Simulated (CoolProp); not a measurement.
Saturation properties of water (Tc = 373.9 °C, pc = 22060 kPa, ω = 0.344).

The numbers come from the reference Helmholtz-energy equation of state, Wagner 2002 in CoolProp.

```tsv
T (°C)	p (kPa)	liquid density (kg/m³)	vapour density (kg/m³)	surface tension (mN/m)	liquid viscosity (µPa s)
241.15	3415	…	17.09	27.9	110
247.05	3782	…	18.97	26.5	108
253.05	…	794.3	21.05	…	105
258.95	4613	785.3	23.29	23.7	102
264.85	5073	775.9	25.74	22.3	…
270.85	5577	766.0	28.48	20.9	97.2
276.75	6108	756.0	31.42	19.6	94.8
282.65	6677	745.5	34.65	18.2	92.5
288.65	7297	734.5	38.27	…	…
294.55	7948	723.1	42.19	15.5	87.9
300.45	8642	711.2	46.51	…	85.7
306.45	9396	698.5	51.39	12.8	83.4
```

### Question
Complete the blanks.

### Answer

- 241.15, liquid density (kg/m³): 811.7
- 247.05, liquid density (kg/m³): 803.2
- 253.05, p (kPa): 4185
- 253.05, surface tension (mN/m): 25.1
- 264.85, liquid viscosity (µPa s): 99.7
- 288.65, surface tension (mN/m): 16.8
- 288.65, liquid viscosity (µPa s): 90.2
- 300.45, surface tension (mN/m): 14.1

It boils at 100.0 °C under 1 atm.

Viscosity comes from a separate model (Huber 2009). Surface tension comes from a separate correlation (Mulero 2012).
